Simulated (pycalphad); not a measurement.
# Effect of Ti content in Si-Ti

All values are pycalphad results on the COST 507 light-alloy database (1999) (1 atm), not direct measurements. These are 1990s assessments: newer ones move some temperatures and phases. Amounts are mole fractions of atoms.

Problem. One of these alloys has its liquidus at 1646 K, its solidus at 1604 K, and holds DIAMOND_A4 0.56, SI2TI 0.44 at 950 K. Which?
(A) Si-22.75Ti (wt.%)
(B) Si-15.65Ti (wt.%)
(C) Si-52.44Ti (wt.%)
(D) Si-41.58Ti (wt.%)
(E) Si-4.105Ti (wt.%)

Solution. A, Si-22.75Ti (wt.%). The others: Si-4.105Ti (wt.%), liquidus 1679, solidus 1604; Si-15.65Ti (wt.%), liquidus 1670, solidus 1604; Si-41.58Ti (wt.%), liquidus 1743, solidus 1604; Si-52.44Ti (wt.%), liquidus 1835, solidus 1747

Database names, with the compositions (at.%) that they take in these runs: SI2TI: Si 67 Ti 33. DIAMOND_A4 is diamond (Si).
